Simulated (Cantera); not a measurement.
Hydrocarbon pyrolysis for carbon deposition

An isothermal, constant-pressure homogeneous reactor starts with 17.2 % C3H8, 82.8 % H2, at 1950 K and 0.0133 bar.

Cantera simulation using GRI-Mech 3.0 (53 species, 325 reactions); the numbers are that mechanism's predictions, not measurements. GRI-Mech 3.0 was tuned for natural gas; its chemistry of propane as a main component is partial and can be far from experiment. GRI-Mech 3.0 stops at C3 and has no aromatics, soot or wall deposition, so with more carbon than oxygen in the feed, carbon stays in small species such as C2H2 where larger ones or solid carbon would form. Radical loss at walls, strong at low pressure, is not modelled.

```
t (s)       x C3H8   x H2     x CH2    x C2H    x C2H4      x H     x CH3
--------  --------  -----  --------  -------  --------  -------  --------
0.000100   0.00196  0.677  0.000208  8.87e-6    0.0735   0.0148    0.0750
0.000203   4.53e-6  0.696  0.000128  1.77e-5    0.0419   0.0113    0.0437
0.000412   4.83e-7  0.717   7.64e-5  1.66e-5    0.0204  0.00775    0.0269
0.000835   2.00e-7  0.733   4.86e-5  1.41e-5   0.00899  0.00571    0.0177
0.00169    8.61e-8  0.747   3.29e-5  1.20e-5   0.00410  0.00452    0.0123
0.00344    3.69e-8  0.761   2.35e-5  1.07e-5   0.00220  0.00385   0.00876
0.00697    1.53e-8  0.775   1.82e-5  1.05e-5   0.00124  0.00361   0.00639
0.0141     5.42e-9  0.790   1.50e-5  1.12e-5  0.000631  0.00373   0.00456
0.0287     1.32e-9  0.804   1.22e-5  1.28e-5  0.000259  0.00413   0.00294
0.0582    1.87e-10  0.815   9.21e-6  1.54e-5   8.74e-5  0.00487   0.00163
0.118     1.42e-11  0.820   6.11e-6  1.96e-5   3.21e-5  0.00612  0.000757
0.240       <1e-12  0.821   3.24e-6  2.51e-5   1.94e-5  0.00776  0.000291
0.486       <1e-12  0.821   1.37e-6  2.86e-5   1.69e-5  0.00882  0.000104
0.986       <1e-12  0.821   5.89e-7  2.93e-5   1.66e-5  0.00904   4.30e-5
2.00        <1e-12  0.821   3.27e-7  2.94e-5   1.66e-5  0.00906   2.37e-5
```
x: mole fraction; the columns are a selection and need not sum to one.

Equilibrium at this temperature and pressure: C3H8 <1e-12, H2 0.821, CH2 2.56e-7, C2H 2.94e-5, C2H4 1.66e-5, H 0.00906, CH3 1.85e-5 (gas phase only).
